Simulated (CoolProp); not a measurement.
A closed Brayton cycle with nitrogen: compressor inlet 329.15 K and 2.4 MPa, high pressure 8.18 MPa, turbine inlet 820 K, compressor efficiency 0.85, turbine efficiency 0.85, recuperator effectiveness 0.9 (on enthalpy, no pinch check). Each further row changes one setting.

Computed with CoolProp (reference Helmholtz-energy equation of state, Span 2000).

```
case                           thermal efficiency (%)  net work (kJ/kg)  compressor to turbine work  compressor exit (K)  turbine exit (K)
-----------------------------  ----------------------  ----------------  --------------------------  -------------------  ----------------
as stated                                         [?]              48.6                        0.78                492.2             623.8
turbine inlet 770 K                               [?]              34.9                         [?]                492.2               [?]
compressor inlet 339.15 K                        18.5               [?]                        0.80                  [?]             623.8
high pressure 6.95 MPa                           23.1              49.9                        0.74                  [?]             646.7
recuperator effectiveness 0.5                    16.6              48.6                        0.78                492.2             623.8
```

Problem. Fill in the missing entries.

Solution. 
- as stated, thermal efficiency (%): 20.6
- turbine inlet 770 K, thermal efficiency (%): 16.0
- turbine inlet 770 K, compressor to turbine work: 0.83
- turbine inlet 770 K, turbine exit (K): 584.1
- compressor inlet 339.15 K, net work (kJ/kg): 43.3
- compressor inlet 339.15 K, compressor exit (K): 506.9
- high pressure 6.95 MPa, compressor exit (K): 467.2
